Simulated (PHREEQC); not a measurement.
Synthetic water in mg/kgw, 25 °C, pH 2.4, pe 9.2:

```json
[
 {"constituent": "Na", "mg/kgw": "39"},
 {"constituent": "K", "mg/kgw": "9.69"},
 {"constituent": "Ca", "mg/kgw": "152"},
 {"constituent": "Mg", "mg/kgw": "14.2"},
 {"constituent": "Cl", "mg/kgw": "39.7"},
 {"constituent": "S(6) as SO4", "mg/kgw": "851"},
 {"constituent": "Zn", "mg/kgw": "2.21"},
 {"constituent": "Mn(2)", "mg/kgw": "13.5"},
 {"constituent": "F", "mg/kgw": "0.129"}
]
```

Valence states are taken as typed.

All values are PHREEQC results (ion-association model, phreeqc.dat), not measurements.

This is a speciation only: nothing precipitates in the calculation.

**Question.** Order these Ca species by the share of Ca that they hold, largest first: CaSO4, CaHSO4+, Ca+2.

**Answer.** Ca+2 (74 %), CaSO4 (25 %), CaHSO4+ (0.77 %)

The pH is 2.40 and the ionic strength 0.0235 mol/kgw. Complexes and solids missing from the database can't appear.
